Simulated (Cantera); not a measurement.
An isothermal, constant-pressure homogeneous reactor starts with 1.33 % CO, 3.79 % O2, 0.0123 % H2O, 94.9 % N2, equivalence ratio 0.17, at 1448 K and 0.790 atm.

Computed with Cantera and GRI-Mech 3.0 (53 species, 325 reactions).

Question: Predict: x(CO) at 200 s; x(O2) at 200 s; x(H2O) at 200 s; x(NO) at 200 s; x(CO2) at 200 s; x(N2O) at 200 s.

Answer: 
```
Item                                                 Value
---------------  -----------------------------------------
x(CO) at 200 s     1.85e-7 (gas-phase equilibrium 1.85e-7)
x(O2) at 200 s       0.0315 (gas-phase equilibrium 0.0313)
x(H2O) at 200 s  0.000124 (gas-phase equilibrium 0.000124)
x(NO) at 200 s    1.22e-5 (gas-phase equilibrium 0.000402)
x(CO2) at 200 s      0.0134 (gas-phase equilibrium 0.0134)
x(N2O) at 200 s    2.47e-8 (gas-phase equilibrium 2.47e-8)
```
